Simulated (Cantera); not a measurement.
Feed: 1 mol CuF₂, 11 mol H₂, equilibrated at 1.50 mbar.

Cantera equilibrium calculation (NASA polynomials, part measured and part estimated; ideal gas, pure solids and liquids). Candidate condensed phases: Cu, CuF₂; 15 gas species. Rates play no part. All values below are at 848 K.

Base state: H₂ 0.833, HF 0.167 (mole fractions); condensed: Cu(s).

Task: What changes in the equilibrium state with this change: CuF₂ replaced by SrCl₂?

Result: 
```csv
species,before,after
H₂,0.833,1.00
HF,0.167,0
"Cu(s), mol",1.00,0
"SrCl₂(s), mol",0,1.00
```
Further candidate phases: Sr, SrCl₂.
